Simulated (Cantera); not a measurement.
Input (Python, Cantera) and output of one run.

```python
import numpy as np
import cantera as ct

gas_names = """
    CL CL2 H HCL H2 N NH NH2 NH3 N2 N2H2 N2H4 Si SiCL SiCL2 SiCL3 SiCL4 SiH SiHCL3 SiH2 SiH2CL2 SiH3
    SiH3CL SiH4 SiN Si2 Si2N Si3
""".split()
cond_names = """
    NH4CL(a) NH4CL(b) Si(cr) Si(L) Si3N4(a)
""".split()


# ... load() reads the species with a 1 bar reference pressure and builds the phases ...
atoms = {
    'SiCl4': {'Si': 1, 'CL': 4},
    'NH3': {'N': 1, 'H': 3},
    'N2': {'N': 2},
}
top_T = {'Si3N4(a)': 2400}  # K; cautious upper limits of use, not melting points


# ... equilibrate(T, P, feed) seeds the gas with the atoms and calls Mixture.equilibrate('TP', solver="vcs", rtol=1e-11, max_steps=5000) ...
results = []
feed = {'SiCl4': 1, 'NH3': 0.58, 'N2': 11}  # mol
T = 2000  # K
for P in [5, 15, 45, 140, 410, 1200, 3700, 11000, 33000, 100000]:
    mix = equilibrate(T, P, feed)
    results.append((T, P, feed, dict(zip(mix.species_names, mix.species_moles))))

top = {s: max(r[3][s] / sum(r[3][g] for g in gas_names) for r in results) for s in gas_names}
cols = sorted((s for s in top if top[s] > 0.001), key=lambda s: -top[s])[:5]
seen = [c for c in cond_names if any(r[3].get(c, 0) > 1e-12 for r in results)]
print("log10 of partial pressures in bar; condensed amounts in mol")
print(f"{'P/Pa':>10s}" + "".join(f"{s[:9]:>10s}" for s in cols + seen))
for T, P, feed, n in results:
    ng = sum(n[g] for g in gas_names)
    print(f"{P:10.4g}" + "".join(f"{np.log10(max(n[s] / ng * P / 1e5, 1e-99)):10.3f}" for s in cols)
          + "".join(f"{n.get(c, 0):10.4g}" for c in seen))
```

Output:

```
log10 of partial pressures in bar; condensed amounts in mol
      P/Pa        N2       HCL        CL     SiCL2        Si
         5    -4.444    -5.469    -5.236    -5.777    -5.879
        15    -3.948    -4.918    -4.939    -5.101    -5.798
        45    -3.460    -4.386    -4.626    -4.546    -5.868
       140    -2.962    -3.847    -4.274    -4.028    -6.055
       410    -2.492    -3.349    -3.924    -3.558    -6.283
      1200    -2.023    -2.863    -3.577    -3.100    -6.520
      3700    -1.532    -2.363    -3.251    -2.634    -6.706
   1.1e+04    -1.056    -1.887    -3.020    -2.195    -6.729
   3.3e+04    -0.576    -1.415    -2.869    -1.754    -6.590
     1e+05    -0.092    -0.949    -2.754    -1.311    -6.378
```

Method: chemical equilibrium by Gibbs-energy minimisation in Cantera with the NASA 1993 tables (ideal gas, pure condensed phases). The tables' values for SiCl3, SiCl, SiN are old estimates; treat these amounts as uncertain.
